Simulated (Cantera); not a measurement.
## N2O furnace oxynitridation

A perfectly stirred reactor is fed with 98.1 % N₂O, 1.86 % H₂O, at 285 Torr; it is held at 1198 K, and followed from long to short residence time.

Detailed kinetics in Cantera: GRI-Mech 3.0 (53 species, 325 reactions). GRI-Mech 3.0 was tuned for natural gas; its chemistry of N2O as a main component is partial and can be far from experiment. The mechanism lacks the step 2 NO + O2 → 2 NO2, which can matter for NO2 below about 1400 K. The temperature is held fixed by assumption; the heat of reaction is taken as removed at once.

```json
[
 {"τ (s)": "15", "x N₂O": "0.179", "x H₂O": "0.0136", "x H": "1.26e-9", "x NO₂": "0.000290", "x H₂": "1.29e-8"},
 {"τ (s)": "5.2", "x N₂O": "0.365", "x H₂O": "0.0148", "x H": "1.46e-9", "x NO₂": "0.000361", "x H₂": "1.42e-8"},
 {"τ (s)": "1.8", "x N₂O": "0.606", "x H₂O": "0.0163", "x H": "1.48e-9", "x NO₂": "0.000426", "x H₂": "1.47e-8"},
 {"τ (s)": "0.65", "x N₂O": "0.798", "x H₂O": "0.0175", "x H": "1.44e-9", "x NO₂": "0.000444", "x H₂": "1.55e-8"},
 {"τ (s)": "0.23", "x N₂O": "0.907", "x H₂O": "0.0182", "x H": "1.41e-9", "x NO₂": "0.000377", "x H₂": "1.78e-8"},
 {"τ (s)": "0.081", "x N₂O": "0.953", "x H₂O": "0.0185", "x H": "1.39e-9", "x NO₂": "0.000245", "x H₂": "2.29e-8"},
 {"τ (s)": "0.029", "x N₂O": "0.971", "x H₂O": "0.0186", "x H": "1.32e-9", "x NO₂": "0.000116", "x H₂": "2.92e-8"},
 {"τ (s)": "0.010", "x N₂O": "0.978", "x H₂O": "0.0186", "x H": "1.15e-9", "x NO₂": "3.52e-5", "x H₂": "2.81e-8"},
 {"τ (s)": "0.0036", "x N₂O": "0.980", "x H₂O": "0.0186", "x H": "8.76e-10", "x NO₂": "6.91e-6", "x H₂": "1.61e-8"},
 {"τ (s)": "0.0013", "x N₂O": "0.981", "x H₂O": "0.0186", "x H": "5.31e-10", "x NO₂": "6.80e-7", "x H₂": "5.08e-9"}
]
```
x: mole fraction; the columns are a selection and need not sum to one.
